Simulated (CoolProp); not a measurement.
R21 along the isotherm 473 K: Z from the reference equation and from simpler models built on Tc = 452.7 K, pc = 52.89 bar, ω = 0.206; each cubic takes its own stable root.

Model: reference Helmholtz-energy equation of state, Platzer 1990, in CoolProp. This equation is an older, rougher fit; its heat capacities, sound speeds and derivatives of the liquid may be far off and weren't checked against measurements.

```tsv
p (bar)	phase	reference
6.1	gas	0.9659
12.2	gas	0.9298
18.3	gas	0.8913
24.4	gas	0.8500
30.5	gas	0.8053
36.6	gas	0.7564
42.7	gas	0.7021
48.8	gas	0.6406
54.9	supercritical	0.5687
61	supercritical	0.4821
67.1	supercritical	0.3850
73.2	supercritical	0.3219
79.3	supercritical	0.3037
```

Task: How far does each simpler model (van der Waals, Soave-Redlich-Kwong, Peng-Robinson) lie from the reference over these 13 states: mean and median of the absolute difference, and the worst?

Result: 
- van der Waals: mean 4.7 %, median 2.4 %, worst +22.8 % at 473 K and 79.3 bar
- Soave-Redlich-Kwong: mean 4.5 %, median 1.4 %, worst +17.6 % at 473 K and 79.3 bar
- Peng-Robinson: mean 2.6 %, median 1.9 %, worst +8.5 % at 473 K and 79.3 bar
